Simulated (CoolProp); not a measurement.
The numbers come from the reference Helmholtz-energy equation of state, Guder 2009 in CoolProp.

**Question.** For sulfur hexafluoride, give the phase and the cp (kJ/(kg K)) at 58.65 °C and 3 bar; 268.05 °C and 3 bar; 351.85 °C and 3 bar.

**Answer.** 
- 58.65 °C and 3 bar: gas; cp 0.725
- 268.05 °C and 3 bar: gas; cp 0.906
- 351.85 °C and 3 bar: gas; cp 0.944
